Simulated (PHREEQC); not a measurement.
Make-up at 25 °C: 0.05 mol/kgw CdSO4, 0.096 mol/kgw KCl and 0.02 mol/kgw H2SO4. Closed to the air; pH follows from the charge balance.

The numbers come from PHREEQC with the ion-association model, wateq4f.dat.

No solid was allowed to form.

Estimate the pH, ionic strength.

pH 1.78; ionic strength 0.203 mol/kgw.

In which forms is Cl present?

Cl- 69 %, CdCl+ 24 %, CdCl2 6.6 % of the Cl.

Complexes and solids missing from the database can't appear.
